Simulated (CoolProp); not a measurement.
The numbers come from the reference Helmholtz-energy equation of state, Lemmon 2006 in CoolProp. It is a short technical equation, of lower accuracy than the large ones.

For R141b, give the phase and the cp (kJ/(kg K)), cv (kJ/(kg K)), speed of sound (m/s), Joule-Thomson coefficient (K/MPa) at 325.8 K and 0.112 MPa; 430.2 K and 0.112 MPa.


- 325.8 K and 0.112 MPa: gas; cp 0.827, cv 0.741, speed of sound 155, Joule-Thomson coefficient 32.8
- 430.2 K and 0.112 MPa: gas; cp 0.933, cv 0.858, speed of sound 180, Joule-Thomson coefficient 12.1
